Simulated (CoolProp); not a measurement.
Computed with CoolProp (reference Helmholtz-energy equation of state, Span 1996).

Question: Give the vapour pressure (bar), enthalpy of vaporisation (kJ/kg), liquid cp (kJ/(kg K)), vapour Z of saturated carbon dioxide at 255.1 K.

Answer: 
| T (K) | p (bar) | enthalpy of vaporisation (kJ/kg) | liquid cp (kJ/(kg K)) | vapour Z |
|---|---|---|---|---|
| 255.1 | 20.9 | 278 | 2.19 | 0.788 |
